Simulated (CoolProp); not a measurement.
Model: reference Helmholtz-energy equation of state, Span 1996, in CoolProp.

For carbon dioxide, give the phase and the Joule-Thomson coefficient (K/MPa), expansivity (1/kK), viscosity (µPa s), fugacity coefficient at 265.9 K and 0.79 MPa; 265.9 K and 1.58 MPa.


- 265.9 K and 0.79 MPa: gas; Joule-Thomson coefficient 14.8, expansivity 4.60, viscosity 13.4, fugacity coefficient 0.943
- 265.9 K and 1.58 MPa: gas; Joule-Thomson coefficient 15.0, expansivity 5.89, viscosity 13.5, fugacity coefficient 0.887

Viscosity comes from a separate model (Laesecke 2017).
